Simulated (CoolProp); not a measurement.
A simple Rankine cycle with propyne: condensing at 329.15 K, boiler at 3.13 MPa, turbine inlet 384.8 K, turbine efficiency 0.75, pump efficiency 0.6, no recuperator. Each further row changes one setting.

Values from CoolProp's reference Helmholtz-energy equation of state, Polt 1992. This equation is an older, rougher fit; its heat capacities, sound speeds and derivatives of the liquid may be far off and weren't checked against measurements.

```
case                             thermal efficiency (%)  net work (kJ/kg)  heat in (kJ/kg)  turbine exit temperature (K)  volume ratio over the turbine
-------------------------------  ----------------------  ----------------  ---------------  ----------------------------  -----------------------------
as stated                                           6.8              32.1              471                         340.1                           2.45
turbine inlet 404.8 K                               7.1               ___              ___                           ___                            ___
condensing temperature 321.15 K                     8.1              39.8              491                         331.6                            ___
boiler pressure 2.19 MPa                            4.4               ___              504                           ___                           1.66
turbine efficiency 0.65                             5.7              27.1              471                         342.5                           2.48
```

Task: What belongs in the gaps?

Result: 
- turbine inlet 404.8 K, net work (kJ/kg): 36.9
- turbine inlet 404.8 K, heat in (kJ/kg): 522
- turbine inlet 404.8 K, turbine exit temperature (K): 363.0
- turbine inlet 404.8 K, volume ratio over the turbine: 2.40
- condensing temperature 321.15 K, volume ratio over the turbine: 2.97
- boiler pressure 2.19 MPa, net work (kJ/kg): 22.3
- boiler pressure 2.19 MPa, turbine exit temperature (K): 361.2
